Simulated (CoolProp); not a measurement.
Vapour-liquid equilibrium of n-butane (1) + cis-2-butene (2) at 218.3 K; x and y are mole fractions of (1).

Model: multi-fluid Helmholtz-energy mixture model, Bücker 2006 and Lemmon 2005; pair parameters Bell 2016, in CoolProp.

**Question.** Give the bubble pressure and the first vapour's composition at x = 0.2, 0.275, 0.425. Is there an azeotrope?

**Answer.** x = 0.2: 5.793 kPa, y = 0.265; x = 0.275: 5.951 kPa, y = 0.347; x = 0.425: 6.226 kPa, y = 0.496. No azeotrope shows between x = 0.05 and 0.95.

The pair parameters rest on a limited set of measurements; away from them the model extrapolates.
